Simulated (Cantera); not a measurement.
Charge: 1 mol SiHCl3, a varied amount of NH3, equilibrated at 898 K and 13.3 mbar.

Method: chemical equilibrium by Gibbs-energy minimisation in Cantera with the NASA 1993 tables (ideal gas, pure condensed phases). Candidate condensed phases: NH4Cl, Si, Si3N4; 28 gas species. The numbers say what is thermodynamically allowed, not how fast it happens.

Q: At 15 mol NH3, list the 4 most abundant gas species with their mole fractions, and the condensed phases.

A: H2 0.686, N2 0.218, HCl 0.0955, SiCl4 5.52e-5. Condensed: Si3N4(s).
